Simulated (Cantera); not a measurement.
Input (Python, Cantera) and output of one run.

```python
import numpy as np
import cantera as ct

gas_names = [...]  # 118 gases of nasa_gas.yaml made of C, Cl, F, H
cond_names = """
    C(gr) C6H6(L) C7H8(L) C8H18(L),n-octa
""".split()


# ... load() reads the species with a 1 bar reference pressure and builds the phases ...
atoms = {
    'CH2F2': {'C': 1, 'H': 2, 'F': 2},
    'HCl': {'H': 1, 'CL': 1},
    'H2': {'H': 2},
}
top_T = {'C(gr)': 4500}  # K; cautious upper limits of use, not melting points


# ... equilibrate(T, P, feed) seeds the gas with the atoms and calls Mixture.equilibrate('TP', solver="vcs", rtol=1e-11, max_steps=5000) ...
results = []
feed = {'CH2F2': 1, 'HCl': 0.019, 'H2': 0.07}  # mol
P = 13332.2  # Pa
for T in [2625, 2675, 2725, 2775, 2825, 2875, 2925, 2975, 3025, 3075, 3125, 3175, 3225]:
    mix = equilibrate(T, P, feed)
    results.append((T, P, feed, dict(zip(mix.species_names, mix.species_moles))))
    x = sorted(zip(gas.X, gas.species_names), reverse=True)
    print(f"T = {T:g} K  P = {P:g} Pa  gas = {mix.phase_moles(0):.4g} mol")
    print("   x: " + "  ".join(f"{s} {v:.3e}" for v, s in x if v > 1e-05))
    print("   condensed (mol): " + ("  ".join(f"{mix.phase(i).name} {mix.phase_moles(i):.4g}"
          for i in range(1, mix.n_phases) if mix.phase_moles(i) > 1e-12) or "none"))
```

It prints:

```
T = 2625 K  P = 13332.2 Pa  gas = 2.114 mol
   x: HF 9.439e-01  H2 2.584e-02  H 1.869e-02  HCL 5.967e-03  CL 3.019e-03  F 1.945e-03  C2H2,acetylene 4.614e-04  CF 9.151e-05  C2H 3.083e-05  CF2 2.491e-05  C3 2.369e-05
   condensed (mol): C(gr) 0.9974
T = 2675 K  P = 13332.2 Pa  gas = 2.119 mol
   x: HF 9.407e-01  H2 2.458e-02  H 2.218e-02  HCL 5.503e-03  CL 3.459e-03  F 2.716e-03  C2H2,acetylene 5.292e-04  CF 1.463e-04  C2H 4.843e-05  C3 4.722e-05  CF2 3.551e-05  C 1.181e-05
   condensed (mol): C(gr) 0.9967
T = 2725 K  P = 13332.2 Pa  gas = 2.125 mol
   x: HF 9.369e-01  H 2.606e-02  H2 2.326e-02  HCL 5.027e-03  CL 3.910e-03  F 3.756e-03  C2H2,acetylene 5.996e-04  CF 2.305e-04  C3 9.168e-05  C2H 7.456e-05  CF2 5.023e-05  C 2.127e-05
   condensed (mol): C(gr) 0.9958
T = 2775 K  P = 13332.2 Pa  gas = 2.132 mol
   x: HF 9.322e-01  H 3.035e-02  H2 2.191e-02  F 5.145e-03  HCL 4.549e-03  CL 4.358e-03  C2H2,acetylene 6.718e-04  CF 3.580e-04  C3 1.736e-04  C2H 1.126e-04  CF2 7.046e-05  C 3.751e-05  C2 1.687e-05  C2HF 1.089e-05
   condensed (mol): C(gr) 0.9943
T = 2825 K  P = 13332.2 Pa  gas = 2.141 mol
   x: HF 9.265e-01  H 3.507e-02  H2 2.058e-02  F 6.981e-03  CL 4.792e-03  HCL 4.080e-03  C2H2,acetylene 7.457e-04  CF 5.480e-04  C3 3.212e-04  C2H 1.672e-04  CF2 9.790e-05  C 6.481e-05  C2 3.152e-05  C2HF 1.466e-05  C4H2 1.125e-05
   condensed (mol): C(gr) 0.9921
T = 2875 K  P = 13332.2 Pa  gas = 2.151 mol
   x: HF 9.194e-01  H 4.025e-02  H2 1.929e-02  F 9.374e-03  CL 5.200e-03  HCL 3.630e-03  CF 8.264e-04  C2H2,acetylene 8.216e-04  C3 5.812e-04  C2H 2.442e-04  CF2 1.345e-04  C 1.098e-04  C2 5.760e-05  C2HF 1.950e-05  C4H2 1.458e-05
   condensed (mol): C(gr) 0.9888
T = 2925 K  P = 13332.2 Pa  gas = 2.163 mol
   x: HF 9.107e-01  H 4.594e-02  H2 1.810e-02  F 1.245e-02  CL 5.573e-03  HCL 3.208e-03  CF 1.227e-03  C3 1.030e-03  C2H2,acetylene 9.005e-04  C2H 3.518e-04  C 1.828e-04  CF2 1.823e-04  C2 1.031e-04  C2HF 2.563e-05  C4H2 1.868e-05  C5 1.493e-05
   condensed (mol): C(gr) 0.9835
T = 2975 K  P = 13332.2 Pa  gas = 2.178 mol
   x: HF 8.998e-01  H 5.222e-02  H2 1.702e-02  F 1.632e-02  CL 5.901e-03  HCL 2.820e-03  CF 1.792e-03  C3 1.788e-03  C2H2,acetylene 9.842e-04  C2H 5.005e-04  C 2.991e-04  CF2 2.432e-04  C2 1.808e-04  C2HF 3.327e-05  C5 3.033e-05  C4H2 2.374e-05
   condensed (mol): C(gr) 0.9752
T = 3025 K  P = 13332.2 Pa  gas = 2.196 mol
   x: HF 8.863e-01  H 5.917e-02  F 2.112e-02  H2 1.608e-02  CL 6.178e-03  C3 3.048e-03  CF 2.572e-03  HCL 2.469e-03  C2H2,acetylene 1.075e-03  C2H 7.044e-04  C 4.813e-04  CF2 3.182e-04  C2 3.111e-04  C5 6.013e-05  C2HF 4.267e-05  C4H2 2.998e-05  C4 1.106e-05
   condensed (mol): C(gr) 0.9621
T = 3075 K  P = 13332.2 Pa  gas = 2.22 mol
   x: HF 8.695e-01  H 6.689e-02  F 2.694e-02  H2 1.526e-02  CL 6.400e-03  C3 5.101e-03  CF 3.626e-03  HCL 2.154e-03  C2H2,acetylene 1.174e-03  C2H 9.817e-04  C 7.625e-04  C2 5.259e-04  CF2 4.077e-04  C5 1.165e-04  C2HF 5.403e-05  C4H2 3.769e-05  C4 2.125e-05  CH 1.369e-05
   condensed (mol): C(gr) 0.9413
T = 3125 K  P = 13332.2 Pa  gas = 2.251 mol
   x: HF 8.487e-01  H 7.546e-02  F 3.383e-02  H2 1.456e-02  C3 8.391e-03  CL 6.563e-03  CF 5.017e-03  HCL 1.874e-03  C2H 1.356e-03  C2H2,acetylene 1.283e-03  C 1.190e-03  C2 8.738e-04  CF2 5.105e-04  C5 2.209e-04  C2HF 6.750e-05  C4H2 4.718e-05  C4 3.999e-05  CH 1.933e-05
   condensed (mol): C(gr) 0.9087
T = 3175 K  P = 13332.2 Pa  gas = 2.292 mol
   x: HF 8.228e-01  H 8.492e-02  F 4.183e-02  H2 1.395e-02  C3 1.358e-02  CF 6.810e-03  CL 6.662e-03  C2H 1.856e-03  C 1.831e-03  HCL 1.624e-03  C2 1.428e-03  C2H2,acetylene 1.402e-03  CF2 6.236e-04  C5 4.101e-04  C2HF 8.310e-05  C4 7.374e-05  C4H2 5.877e-05  CH 2.702e-05
   condensed (mol): C(gr) 0.8575
T = 3225 K  P = 13332.2 Pa  gas = 2.347 mol
   x: HF 7.907e-01  H 9.523e-02  F 5.088e-02  C3 2.164e-02  H2 1.339e-02  CF 9.064e-03  CL 6.691e-03  C 2.780e-03  C2H 2.515e-03  C2 2.299e-03  C2H2,acetylene 1.527e-03  HCL 1.399e-03  C5 7.465e-04  CF2 7.422e-04  C4 1.334e-04  C2HF 1.006e-04  C4H2 7.271e-05  CH 3.739e-05
   condensed (mol): C(gr) 0.777
```

These are equilibrium values from Cantera (NASA tables, ideal gas, pure condensed phases), not measurements of a reactor.
